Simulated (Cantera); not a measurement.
Charge: 1 mol SiHCl3, 0.01 mol Cl2, 7.2 mol H2, equilibrated at 19.0 mbar.

Method: chemical equilibrium by Gibbs-energy minimisation in Cantera with the NASA 1993 tables (ideal gas, pure condensed phases). Candidate condensed phases: Si; 19 gas species. The tables' values for SiCl3, SiCl are old estimates; treat these amounts as uncertain. Equilibrium is a limit: real reactors are often held back by kinetics, nucleation or transport.

log p: log10 of the partial pressure in bar; n: condensed amount in mol.

```
T (K)  log p H2  log p HCl  log p SiCl2  log p SiCl4  log p SiHCl3  log p SiCl3  log p SiH2Cl2  n Si(s)
-----  --------  ---------  -----------  -----------  ------------  -----------  -------------  -------
948       -1.77      -3.47        -4.99        -2.87         -3.51        -4.69          -5.15    0.242
998       -1.77      -3.28        -4.56        -2.89         -3.54        -4.42          -5.15    0.259
1048      -1.78      -3.12        -4.19        -2.92         -3.57        -4.18          -5.17    0.277
1098      -1.79      -2.97        -3.86        -2.97         -3.62        -3.99          -5.19    0.293
1148      -1.79      -2.85        -3.57        -3.05         -3.68        -3.83          -5.23    0.302
1198      -1.80      -2.75        -3.33        -3.16         -3.78        -3.72          -5.29    0.299
1248      -1.81      -2.68        -3.14        -3.33         -3.92        -3.66          -5.37    0.281
1298      -1.82      -2.63        -3.00        -3.55         -4.09        -3.66          -5.49    0.254
1348      -1.83      -2.59        -2.91        -3.83         -4.31        -3.72          -5.62    0.227
1398      -1.83      -2.58        -2.85          ___           ___        -3.81            ___      ___
1448      -1.83      -2.57        -2.82          ___           ___        -3.92            ___    0.186
1498      -1.84      -2.57        -2.80        -4.79         -5.05        -4.05          -6.10    0.173
1548      -1.84      -2.57        -2.78        -5.11         -5.29        -4.17          -6.25    0.162
```

Task: Fill in the missing entries.

Result: 
- 1398, log p SiCl4: -4.14
- 1398, log p SiHCl3: -4.55
- 1398, log p SiH2Cl2: -5.78
- 1398, n Si(s): 0.204
- 1448, log p SiCl4: -4.47
- 1448, log p SiHCl3: -4.80
- 1448, log p SiH2Cl2: -5.94
